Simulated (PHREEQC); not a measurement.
**Metal-bearing waste water: speciation**

Solution (25 °C): 0.006 mol/kgw CdCl2, 4.8e-05 mol/kgw CaCl2 and 0.0049 mol/kgw NaF. Closed to the air; pH follows from the charge balance.

The numbers come from PHREEQC with the ion-association model, wateq4f.dat.

```yaml
pH: 6.44
ionic_strength: 0.0184 mol/kgw
```

```json
[
 {"species": "Cl-", "molality": "0.00990", "activity": "0.00863", "log γ": "-0.060"},
 {"species": "Na+", "molality": "0.00489", "activity": "0.00428", "log γ": "-0.057"},
 {"species": "F-", "molality": "0.00475", "activity": "0.00414", "log γ": "-0.060"},
 {"species": "Cd+2", "molality": "0.00374", "activity": "0.00219", "log γ": "-0.233"},
 {"species": "CdCl+", "molality": "0.00206", "activity": "0.00180", "log γ": "-0.058"},
 {"species": "CdF+", "molality": "0.000130", "activity": "0.000114", "log γ": "-0.058"},
 {"species": "CdCl2", "molality": "6.46e-5", "activity": "6.49e-5", "log γ": "0.002"},
 {"species": "Ca+2", "molality": "4.69e-5", "activity": "2.80e-5", "log γ": "-0.223"},
 {"species": "NaF", "molality": "1.02e-5", "activity": "1.02e-5", "log γ": "0.002"},
 {"species": "HF", "molality": "2.23e-6", "activity": "2.24e-6", "log γ": "0.002"},
 {"species": "CdOHCl", "molality": "2.05e-6", "activity": "2.06e-6", "log γ": "0.002"}
]
```

This is a speciation only: nothing precipitates in the calculation. Saturation is exceeded, for instance for Fluorite; the values hold only as long as no solid forms. Species that the database lacks are ignored.
